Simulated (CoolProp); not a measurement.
Vapour-liquid equilibrium of C3F8 (R218) (1) + R134a (2) at -64.95 °C; x and y are mole fractions of (1).

Computed with CoolProp (multi-fluid Helmholtz-energy mixture model, Lemmon 2006 and Tillner-Roth 1994; pair parameters Bell 2016).

```csv
x,"bubble pressure, mixture model (MPa)","bubble pressure, Raoult's law (MPa)","y, mixture model","y, Raoult's law"
0.05,0.01756,0.01200,0.376,0.096
0.125,0.02293,0.01287,0.546,0.224
0.2,0.02561,0.01374,0.610,0.335
0.275,[?],0.01461,0.638,0.433
0.35,[?],0.01548,0.652,0.521
0.425,0.02769,0.01635,0.659,0.598
0.5,0.02780,0.01722,0.664,0.669
0.575,0.02787,0.01810,0.668,0.732
0.65,0.02793,0.01897,[?],0.789
0.725,0.02792,0.01984,0.692,0.842
0.8,0.02769,0.02071,0.720,0.890
0.875,0.02695,0.02158,0.773,0.934
0.95,0.02520,0.02245,[?],0.975
```

**Question.** Fill in the missing entries.

**Answer.** 
- 0.275, bubble pressure, mixture model (MPa): 0.02688
- 0.35, bubble pressure, mixture model (MPa): 0.02745
- 0.65, y, mixture model: 0.677
- 0.95, y, mixture model: 0.874

The largest gap from Raoult's law is +86.4 % in bubble pressure, at x = 0.2. y crosses x between x = 0.65 and 0.725: the model has an azeotrope there.

The pair parameters rest on a limited set of measurements; away from them the model extrapolates. With so large a gap from Raoult's law the liquid may split in two, which this calculation doesn't test in full.
